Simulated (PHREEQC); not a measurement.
Make-up at 92 °C: 0.055 mol LiOH, 5.8e-06 mol H4SiO4 and 0.0037 mol (CH3)4NCl per kg of water. It is in equilibrium with CO2 at log p = -3.4 (atm). Otherwise closed; pH follows from the charge balance.

Equilibrium calculation in PHREEQC: ion-association model, wateq4f.dat.

```tsv
quantity	before	after
pH	9.84	9.68
ionic strength (mol/kgw)	0.0762	0.0740
CO3-2 (mol/kgw)	0.0175	0.0153
HCO3- (mol/kgw)	0.0163	0.0241
H3SiO4- (mol/kgw)	4.96e-6	3.82e-6
CO2 (mol/kgw)	4.38e-6	7.62e-6
SI of Quartz (SiO2)	-2.94	-2.06
```

Problem. What was changed between the two runs?
A) diluted 2-fold with water
B) LiOH from 0.055 to 0.011 mol/kgw
C) (CH3)4NCl from 0.0037 to 0.00333 mol/kgw
D) temperature from 92 to 50 °C
E) LiOH from 0.055 to 0.11 mol/kgw

Solution. D, temperature from 92 to 50 °C

This is a speciation only: nothing precipitates in the calculation. (CH3)4N+ isn't in the database: it is added as a free cation with an ion size of 4 Å. At this temperature some constants are extrapolated from 25 °C, and those without enthalpy data are left unchanged.
